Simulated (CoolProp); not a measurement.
Model: reference Helmholtz-energy equation of state, Guder 2009, in CoolProp.

**Question.** For sulfur hexafluoride, give the phase and the density (kg/m³), cp (kJ/(kg K)), speed of sound (m/s), conductivity (mW/(m K)) at 353.4 K and 18.8 MPa; 353.4 K and 33.8 MPa.

**Answer.** 
- 353.4 K and 18.8 MPa: supercritical; density 1340, cp 1.05, speed of sound 291, conductivity 60.9
- 353.4 K and 33.8 MPa: supercritical; density 1510, cp 0.975, speed of sound 407, conductivity 72.5

Thermal conductivity comes from a separate model (Assael 2012).
